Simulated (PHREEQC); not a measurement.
2.8 g of hydrous ferric oxide (600 m²/g; 0.2 weak and 0.005 strong sites per Fe, Dzombak-Morel constants, diffuse double layer) in 1 kg of water with 0.001 mol/kgw of an inert sodium salt and 0.0003 mol/kgw H3BO3, at 25 °C; the pH is set by adding NaOH or the inert anion's acid. Oxygen alone is held at its pressure in air (log pO2 = -0.68). CO2 from the air is kept out. Precipitation was switched off in this run.

The numbers come from PHREEQC with the ion-association model, wateq4f.dat.

```tsv
pH	B sorbed (%)	surface charge σ (C/m²)	surface potential ψ (mV)
4	1.5	0.148	203
5	1.9	0.059	167
5.5	1.9	0.035	144
6	2.0	0.020	119
7	2.0	0.006	64
8	1.9	0.000	6
8.5	1.7	-0.002	-23
9	1.2	-0.005	-51
10	0.3	-0.018	-106
```
